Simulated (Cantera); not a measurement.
Charge: 1 mol Cu2O, 10 mol H2, 1.4 mol H2O, held at 1.70 mbar.

Cantera equilibrium calculation (NASA polynomials, part measured and part estimated; ideal gas, pure solids and liquids). Candidate condensed phases: Cu, CuO, Cu(OH)2, Cu2O, H2O; 12 gas species. Equilibrium is a limit: real reactors are often held back by kinetics, nucleation or transport.

**Question.** Which condensed phases are stable at each of these points (T (°C)): 1427, 1477, 1527, 1577, 1627, 1677, 1727, 1777, 1827, 1877, 1927?

**Answer.** 
| T (°C) | condensed phases | Cu condensed (%) |
|---|---|---|
| 1427 | Cu(l) | 41.0 |
| 1477 | gas only | 0.0 |
| 1527 | gas only | 0.0 |
| 1577 | gas only | 0.0 |
| 1627 | gas only | 0.0 |
| 1677 | gas only | 0.0 |
| 1727 | gas only | 0.0 |
| 1777 | gas only | 0.0 |
| 1827 | gas only | 0.0 |
| 1877 | gas only | 0.0 |
| 1927 | gas only | 0.0 |

At 1427 °C the condensed part is Cu(l). From 1477 °C to 1927 °C nothing is condensed.
